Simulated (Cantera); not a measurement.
Feed: 1 mol SO2, 8.7 mol H2, 0.056 mol O2, at 0.100 bar.

Equilibrium computed with Cantera from the NASA thermochemical tables; the gas is ideal and each condensed phase is pure. Candidate condensed phases: H2O, H2SO4, S; 19 gas species. Gases not in the tables: S3 to S7. The numbers say what is thermodynamically allowed, not how fast it happens.

log p: log10 of the partial pressure in bar; nothing condenses.

| T (K) | log p H2 | log p H2O | log p H2S | log p S2 | log p SH | log p SO |
|---|---|---|---|---|---|---|
| 1273 | -1.19 | -1.62 | -1.95 | -3.77 | -4.73 | (withheld) |
| 1323 | -1.19 | -1.62 | -1.97 | -3.52 | -4.49 | (withheld) |
| 1373 | -1.19 | -1.62 | -1.98 | -3.30 | -4.27 | (withheld) |
| 1423 | -1.19 | -1.62 | -2.01 | -3.11 | -4.08 | (withheld) |
| 1473 | -1.18 | -1.62 | -2.04 | -2.96 | -3.91 | (withheld) |
| 1523 | -1.18 | -1.62 | -2.09 | -2.84 | -3.76 | (withheld) |
| 1573 | -1.18 | -1.62 | -2.13 | -2.74 | -3.63 | (withheld) |
| 1623 | -1.17 | -1.63 | -2.18 | -2.67 | -3.51 | (withheld) |
| 1673 | -1.17 | -1.63 | -2.24 | -2.61 | -3.41 | (withheld) |
| 1723 | -1.17 | -1.63 | -2.30 | -2.56 | -3.32 | (withheld) |
| 1773 | -1.16 | -1.63 | -2.35 | -2.53 | -3.24 | (withheld) |

Problem. What belongs in the gaps?

Solution. 
- 1273, log p SO: -6.89
- 1323, log p SO: -6.47
- 1373, log p SO: -6.09
- 1423, log p SO: -5.75
- 1473, log p SO: -5.44
- 1523, log p SO: -5.16
- 1573, log p SO: -4.91
- 1623, log p SO: -4.68
- 1673, log p SO: -4.48
- 1723, log p SO: -4.29
- 1773, log p SO: -4.11
